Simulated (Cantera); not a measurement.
A perfectly stirred reactor is fed with 3.79 % CH4, 0.352 % H2, 18.9 % O2, 71.3 % N2, 5.69 % CO2, equivalence ratio 0.41, at 101000 Pa; it is adiabatic with a 775 K inlet, and is followed from long to short residence time, starting on the burning branch (τ in s: 0.18, 0.07, 0.028, 0.011, 0.0043, 0.0017, 0.00067, 0.00027, 0.0001, 4.1e-05, 1.6e-05, 6.4e-06).

Model: GRI-Mech 3.0 (53 species, 325 reactions), integrated in Cantera.

x: mole fraction; the columns are a selection and need not sum to one.

```tsv
τ (s)	T (K)	x CH4	x H2	x O2	x O	x CH2	x CH3
0.18	1622	9.96e-6	2.70e-5	0.112	6.72e-5	…	1.60e-6
0.070	1619	1.82e-5	5.01e-5	0.112	0.000122	…	2.78e-6
0.028	1614	3.27e-5	9.16e-5	0.112	0.000217	…	4.64e-6
0.011	1606	5.95e-5	0.000169	0.112	0.000384	…	7.69e-6
0.0043	1591	0.000111	0.000308	0.113	0.000660	…	1.28e-5
0.0017	1566	0.000215	0.000549	0.114	0.00105	…	2.19e-5
0.00067	1523	0.000476	0.000988	0.116	0.00143	…	4.15e-5
0.00027	775	0.0379	0.00352	0.189	<1e-12	<1e-12	<1e-12
0.00010	775	0.0379	0.00352	0.189	<1e-12	<1e-12	<1e-12
4.1e-5	775	0.0379	0.00352	0.189	<1e-12	<1e-12	<1e-12
1.6e-5	775	0.0379	0.00352	0.189	<1e-12	<1e-12	<1e-12
6.4e-6	775	0.0379	0.00352	0.189	<1e-12	<1e-12	<1e-12
```

Problem. Some entries are withheld; supply them.

Solution. 
- 0.18, x CH2: 1.00e-8
- 0.070, x CH2: 2.31e-8
- 0.028, x CH2: 5.01e-8
- 0.011, x CH2: 1.06e-7
- 0.0043, x CH2: 2.18e-7
- 0.0017, x CH2: 4.32e-7
- 0.00067, x CH2: 8.57e-7
